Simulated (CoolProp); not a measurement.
A simple Rankine cycle with fluoroethane (R161): condensing at 313.15 K, boiler at 4.27 MPa, turbine inlet 371.8 K, turbine efficiency 0.7, pump efficiency 0.8, no recuperator. Each further row changes one setting.

The numbers come from the reference Helmholtz-energy equation of state, Wu 2012 in CoolProp.

| case | thermal efficiency (%) | net work (kJ/kg) | heat in (kJ/kg) | turbine exit temperature (K) | volume ratio over the turbine |
|---|---|---|---|---|---|
| as stated | 7.6 | 24.2 | 317 | 313.1 | 3.58 |
| turbine inlet 391.8 K | 8.3 | 31.6 | 378 | 333.5 | 3.29 |
| condensing temperature 305.15 K | 8.7 | 29.3 | 336 | 305.2 | 4.41 |
| boiler pressure 2.99 MPa | 6.2 | 22.9 | 370 | 333.7 | 2.24 |
| turbine efficiency 0.6 | 6.3 | 20.0 | 317 | 313.1 | 3.63 |

The expansion ends wet for: as stated; condensing temperature 305.15 K; turbine efficiency 0.6.
